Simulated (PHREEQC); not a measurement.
Synthetic water in mmol/kgw, 25 °C, pH 6.79, pe 10.1:

```
constituent           mmol/kgw
--------------------  --------
Na                      0.0138
K                       0.0249
Ca                      0.0365
Mg                     0.00623
Cl                      0.0484
S(6)                    0.0134
Alkalinity (meq/kgw)    0.0498
Br                    1.65e-05
```

Valence states are taken as typed.

Computed with PHREEQC (ion-association model, phreeqc.dat).

Precipitation was switched off in this run.

**Question.** What charge-balance error does the model give?

**Answer.** charge-balance error -0.3 %.

**Question.** In which forms is C present?

**Answer.** HCO3- 74 %, CO2 26 % of the C.

Complexes and solids missing from the database can't appear.
